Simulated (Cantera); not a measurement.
A Cantera script and its output.

```python
import numpy as np
import cantera as ct

gas = ct.Solution("gri30.yaml")
gas.TPX = 1175, 61000, {'N2O': 1, 'H2O': 0.39}
reactor = ct.IdealGasConstPressureReactor(gas, energy="off", clone=False)
net = ct.ReactorNet([reactor])
net.rtol, net.atol = 1e-08, 1e-18
show = ['N2O', 'H2O', 'NO2', 'HO2', 'H2O2', 'O']
times = np.geomspace(2e-05, 10, 9)

steps = ct.SolutionArray(gas, extra=["t"])
rows = []
print(f"{'t/s':>10s}{'T/K':>9s}{'P/Pa':>11s}" + "".join(f"{s:>11s}" for s in show))
for t in times:
    while net.time < t:
        t_next = net.step()
        steps.append(gas.state, t=t_next)
    rows.append([np.interp(t, steps.t, y) for y in (steps.T, steps.P, *steps(*show).X.T)])
    print(f"{t:10.3e}{rows[-1][0]:9.1f}{rows[-1][1]:11.4g}" + "".join(f"{x:11.3e}" for x in rows[-1][2:]))
rate = np.gradient(steps.T, steps.t)
print("integrator steps:", len(steps.t))
if steps.T.max() > steps.T[0] + 200:
    print(f"time of steepest temperature rise: {steps.t[rate.argmax()]:.4e} s")
gas.TPX = 1175, 61000, {'N2O': 1, 'H2O': 0.39}
gas.equilibrate("TP")
print(f"equilibrium (TP): T = {gas.T:.1f} K  " + "  ".join(f"{s} {gas[s].X[0]:.3e}" for s in show))
```

Result:

```
       t/s      T/K       P/Pa        N2O        H2O        NO2        HO2       H2O2          O
 2.000e-05   1175.0    6.1e+04  7.194e-01  2.806e-01  1.558e-12  8.518e-09  3.617e-12  1.679e-06
 1.031e-04   1175.0    6.1e+04  7.194e-01  2.806e-01  4.837e-10  4.177e-07  1.356e-09  1.993e-06
 5.318e-04   1175.0    6.1e+04  7.192e-01  2.805e-01  2.000e-07  5.424e-06  1.208e-07  2.063e-06
 2.742e-03   1175.0    6.1e+04  7.181e-01  2.804e-01  8.130e-06  6.455e-06  2.628e-07  2.110e-06
 1.414e-02   1175.0    6.1e+04  7.123e-01  2.798e-01  8.540e-05  5.418e-06  2.359e-07  2.084e-06
 7.293e-02   1175.0    6.1e+04  6.839e-01  2.769e-01  3.618e-04  3.630e-06  2.028e-07  1.939e-06
 3.761e-01   1175.0    6.1e+04  5.627e-01  2.645e-01  7.218e-04  1.493e-06  1.791e-07  1.645e-06
 1.939e+00   1175.0    6.1e+04  2.529e-01  2.325e-01  7.038e-04  3.909e-07  1.215e-07  1.062e-06
 1.000e+01   1175.0    6.1e+04  1.901e-02  2.083e-01  4.280e-04  6.660e-08  2.361e-08  1.769e-07
integrator steps: 1405
equilibrium (TP): T = 1175.0 K  N2O 6.777e-09  H2O 2.063e-01  NO2 2.483e-06  HO2 1.524e-08  H2O2 1.580e-09  O 9.678e-09
```

Computed with Cantera and GRI-Mech 3.0 (53 species, 325 reactions). GRI-Mech 3.0 was tuned for natural gas; its chemistry of N2O as a main component is partial and can be far from experiment. The mechanism lacks the step 2 NO + O2 → 2 NO2, which can matter for NO2 below about 1400 K. The temperature is held fixed by assumption; the heat of reaction is taken as removed at once.
